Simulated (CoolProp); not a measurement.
Vapour pressure (MPa) of n-pentane: the reference equation beside estimates from Tc = 196.5 °C, pc = 3.368 MPa, ω = 0.251. Clausius-Clapeyron is anchored at 27.55 °C with a constant enthalpy of vaporisation of 26.29 kJ/mol.

The numbers come from the reference Helmholtz-energy equation of state, Thol 2019 in CoolProp.

```tsv
T (°C)	reference	Lee-Kesler	Clausius-Clapeyron	van der Waals	Redlich-Kwong	Soave-Redlich-Kwong
-1.85	0.02246	0.02173	…	0.2340	0.04571	0.02200
7.95	0.03471	0.03383	0.03606	0.2882	0.06712	0.03412
17.75	0.05182	0.05086	0.05268	0.3505	…	0.05113
27.55	0.07507	0.07412	0.07507	0.4212	0.1320	0.07434
37.45	…	0.1054	0.1050	0.5017	0.1787	0.1056
47.25	0.1462	0.1458	0.1433	0.5909	0.2358	0.1457
57.05	0.1970	0.1970	0.1921	…	0.3053	0.1969
66.85	0.2602	0.2611	0.2532	…	0.3883	0.2609
```

### Question
What belongs in the gaps?

### Answer

- -1.85, Clausius-Clapeyron: 0.02402
- 17.75, Redlich-Kwong: 0.09547
- 37.45, reference: 0.1062
- 57.05, van der Waals: 0.6899
- 66.85, van der Waals: 0.7992

Absolute difference from the reference over all 8 rows, mean and median: Lee-Kesler 1.3 and 1.0 %, Clausius-Clapeyron 2.6 and 2.2 %, van der Waals 480.4 and 416.7 %, Redlich-Kwong 73.8 and 72.1 %, Soave-Redlich-Kwong 0.9 and 0.8 %.
